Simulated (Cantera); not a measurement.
Equilibrium for carbothermic reduction: Fe2O3 + CO

A closed system holds: 1 mol Fe2O3, a varied amount of CO, equilibrated at 1350 K and 0.000240 bar.

Cantera equilibrium calculation (NASA polynomials, part measured and part estimated; ideal gas, pure solids and liquids). Candidate condensed phases: C, Fe, Fe(CO)5, FeO, Fe2O3, Fe3O4; 15 gas species. Mutual solubility and eutectic melting of coexisting phases are not modelled. The tables' stoichiometric FeO is somewhat more stable than real wüstite, so its field is too wide. FeO: taken at fixed stoichiometry. Equilibrium is a limit: real reactors are often held back by kinetics, nucleation or transport.

At 0.59 mol CO the condensed part is FeO(s) + Fe3O4(s). From 1.3 mol CO to 5.9 mol CO the condensed part is FeO(s). From 6.6 mol CO to 7.4 mol CO the condensed part is Fe(γ) + FeO(s). The main Fe-bearing gas is Fe throughout.

```csv
n(CO) (mol),x CO2,x CO,x Fe,x O2,x O,n FeO(s),n Fe3O4(s),n Fe(γ)
0.59,0.950,0.0499,1.68e-7,2.43e-7,1.34e-8,0.682,0.439,0
1.3,0.769,0.231,9.62e-7,7.45e-9,2.35e-9,2.00,0,0
2.1,0.476,0.524,3.53e-6,5.54e-10,6.41e-10,2.00,0,0
2.8,0.357,0.643,5.77e-6,2.07e-10,3.92e-10,2.00,0,0
3.6,0.278,0.722,8.34e-6,9.92e-11,2.71e-10,2.00,0,0
4.4,0.227,0.773,1.09e-5,5.80e-11,2.07e-10,2.00,0,0
5.1,0.196,0.804,1.32e-5,3.99e-11,1.72e-10,2.00,0,0
5.9,0.170,0.830,1.57e-5,2.79e-11,1.44e-10,2.00,0,0
6.6,0.152,0.848,1.79e-5,2.15e-11,1.26e-10,2.00,0,0.00228
7.4,0.152,0.848,1.79e-5,2.15e-11,1.26e-10,1.88,0,0.124
```
x: gas mole fraction; n: condensed amount in mol.
